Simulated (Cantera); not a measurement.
Feed: 1 mol SiC, 0.046 mol H₂O, 1 mol N₂, equilibrated at 0.100 bar.

Method: chemical equilibrium by Gibbs-energy minimisation in Cantera with the NASA 1993 tables (ideal gas, pure condensed phases). Candidate condensed phases: C, C₆H₆, C₇H₈, C₈H₁₈, H₂O, Si, SiC, SiO₂, Si₂N₂O, Si₃N₄; 151 gas species. The tables' values for SiN are old estimates; treat these amounts as uncertain. Equilibrium is a limit: real reactors are often held back by kinetics, nucleation or transport. All values below are at 1700 °C.

Base state: N₂ 0.915, H₂ 0.0415, SiO 0.0211, CO 0.0210, H 0.000870, HCN 0.000241, Si 0.000167, SiN 1.41e-5 (mole fractions); condensed: SiC(s).

Q: What changes in the equilibrium state with this change: N₂ from 1 to 520 mol?

A: 
```csv
species,before,after
N₂,0.915,1.000
CO,0.0210,7.46e-5
Si,0.000167,7.22e-5
H₂,0.0415,6.01e-5
SiO,0.0211,1.39e-5
H,0.000870,3.31e-5
HCN,0.000241,2.22e-5
HNC,1.30e-5,1.20e-6
Si₂N,1.01e-5,1.95e-6
"SiC(s), mol",0.977,0.948
```
